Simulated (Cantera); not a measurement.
A freely propagating, adiabatic, planar premixed flame of 12.1 % CH4, 1.94 % H2, 18.1 % O2, 67.8 % N2, equivalence ratio 1.4, unburnt at 350 K and 100.0 Torr; mixture-averaged transport, grid criteria slope 0.08 and curve 0.16, no radiation.

Cantera simulation using GRI-Mech 3.0 (53 species, 325 reactions); the numbers are that mechanism's predictions, not measurements. Burning velocities carry a grid error of a few per cent, more on coarse grids.

x: mole fraction of selected species; z is measured from the peak of heat release.

```csv
z (mm),T (K),u (m/s),x CH4,x H2,x O2,x CH3,x CH2,x C2H4
-8.84,350,0.512,0.121,0.0205,0.181,<1e-8,<1e-8,<1e-8
-5.90,352,0.516,0.121,0.0236,0.180,4.37e-8,<1e-8,9.83e-8
-4.42,361,0.532,0.120,0.0285,0.179,3.61e-7,<1e-8,1.34e-6
-2.95,459,0.685,0.113,0.0392,0.172,9.02e-6,<1e-8,3.59e-5
-1.47,956,1.46,0.0766,0.0555,0.131,0.000618,[?],0.000503
-0.737,1359,2.11,0.0423,0.0632,0.0874,0.00332,[?],0.00109
0,1703,2.68,0.0124,0.0663,0.0410,0.00421,[?],0.000839
0.737,1868,2.95,0.00179,0.0637,0.0141,0.00142,[?],0.000132
1.47,1916,3.02,0.000191,0.0613,0.00448,0.000244,[?],6.60e-6
2.95,1933,3.03,2.87e-6,0.0613,0.000832,5.31e-6,[?],<1e-8
5.90,1940,3.04,<1e-8,0.0625,0.000458,1.98e-8,<1e-8,<1e-8
11.8,1948,3.05,<1e-8,0.0629,0.000393,<1e-8,<1e-8,<1e-8
23.6,1960,3.07,<1e-8,0.0631,0.000310,<1e-8,<1e-8,<1e-8
```

Problem. Some entries are withheld; supply them.

Solution. 
- -1.47, x CH2: 2.36e-7
- -0.737, x CH2: 8.98e-6
- 0, x CH2: 6.08e-5
- 0.737, x CH2: 5.35e-5
- 1.47, x CH2: 1.32e-5
- 2.95, x CH2: 4.21e-7
